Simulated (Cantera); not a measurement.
## Catalytic stagnation flow on Pt

A jet of CH4 : O2 : N2 = 0.021 : 0.078 : 0.79 (molar parts), equivalence ratio 0.54 at 300 K and 3100 Pa hits a platinum plate 5.4 cm away at a mass flux of 0.02 kg/m²/s; the plate temperature is set and raised in steps from an oxygen-covered start.

Detailed kinetics in Cantera: Deutschmann's 1995 Pt surface mechanism with GRI-Mech 3.0 gas chemistry. Catalytic surfaces can have several steady states; this one follows from the mechanism file's or the stated starting coverage.

```tsv
plate T (K)	wall x CH4	wall x O2	wall x H2O	wall x OH	wall x CO	wall x CO2	θ free Pt	θ O*
950	0.0109	0.0607	0.0237	1.18e-7	7.23e-6	0.0156	0.365	0.635
1000	0.00847	0.0556	0.0281	3.17e-7	7.80e-6	0.0185	0.445	0.555
1050	0.00676	0.0520	0.0312	7.55e-7	8.51e-6	0.0206	0.521	0.479
1100	0.00556	0.0495	0.0333	1.63e-6	9.51e-6	0.0220	0.592	0.407
1150	0.00470	0.0477	0.0348	3.22e-6	1.09e-5	0.0230	0.658	0.342
1200	0.00409	0.0465	0.0359	5.94e-6	1.29e-5	0.0237	0.716	0.283
```
x: mole fraction at the wall; θ: surface coverage.
